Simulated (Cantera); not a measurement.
N2O furnace oxynitridation

An isothermal, constant-pressure homogeneous reactor starts with 56.2 % N₂O, 43.8 % N₂, at 1175 K and 0.00493 atm.

Detailed kinetics in Cantera: GRI-Mech 3.0 (53 species, 325 reactions). GRI-Mech 3.0 was tuned for natural gas; its chemistry of N2O as a main component is partial and can be far from experiment. Radical loss at walls, strong at low pressure, is not modelled. The mechanism lacks the step 2 NO + O2 → 2 NO2, which can matter for NO2 below about 1400 K. The temperature is held fixed by assumption; the heat of reaction is taken as removed at once.

| t (s) | x N₂O | x NO₂ | x NO | x O₂ | x N₂ | x O |
|---|---|---|---|---|---|---|
| 9.00e-5 | 0.562 | <1e-12 | 1.76e-10 | 8.40e-10 | 0.438 | 4.72e-8 |
| 0.000388 | 0.562 | <1e-12 | 3.15e-9 | 1.50e-8 | 0.438 | 1.91e-7 |
| 0.00167 | 0.562 | <1e-12 | 4.92e-8 | 2.34e-7 | 0.438 | 6.35e-7 |
| 0.00722 | 0.562 | <1e-12 | 5.09e-7 | 2.42e-6 | 0.438 | 1.18e-6 |
| 0.0311 | 0.562 | <1e-12 | 2.93e-6 | 1.39e-5 | 0.438 | 1.23e-6 |
| 0.134 | 0.562 | 1.40e-11 | 1.34e-5 | 6.38e-5 | 0.438 | 1.23e-6 |
| 0.579 | 0.561 | 2.57e-10 | 5.85e-5 | 0.000278 | 0.439 | 1.23e-6 |
| 2.49 | 0.558 | 4.10e-9 | 0.000252 | 0.00120 | 0.440 | 1.23e-6 |
| 10.8 | 0.547 | 4.43e-8 | 0.00107 | 0.00512 | 0.447 | 1.23e-6 |
| 46.4 | 0.502 | 2.78e-7 | 0.00440 | 0.0210 | 0.472 | 1.23e-6 |
| 200 | 0.353 | 1.45e-6 | 0.0155 | 0.0739 | 0.558 | 1.23e-6 |
x: mole fraction; the columns are a selection and need not sum to one.

Equilibrium at this temperature and pressure: N₂O 8.24e-10, NO₂ 2.26e-7, NO 0.000165, O₂ 0.219, N₂ 0.781, O 9.73e-8 (gas phase only).
